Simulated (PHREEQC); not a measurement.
Synthetic water in mmol/kgw, 25 °C, pH 1.95, pe 9.1:

```tsv
constituent	mmol/kgw
Na	0.553
K	0.657
Ca	3.72
Mg	1.53
Cl	2.36
S(6)	15.9
Zn	0.0281
Cd	0.0573
N(5)	0.00493
Si	0.0203
```

Valence states are taken as typed.

The numbers come from PHREEQC with the ion-association model, phreeqc.dat.

This is a speciation only: nothing precipitates in the calculation.

Problem. Order these Ca species by the share of Ca that they hold, largest first: CaSO4, CaHSO4+, Ca+2.

Solution. Ca+2 (70 %), CaSO4 (28 %), CaHSO4+ (2.4 %)

The pH is 1.95 and the ionic strength 0.0355 mol/kgw. Species that the database lacks are ignored.
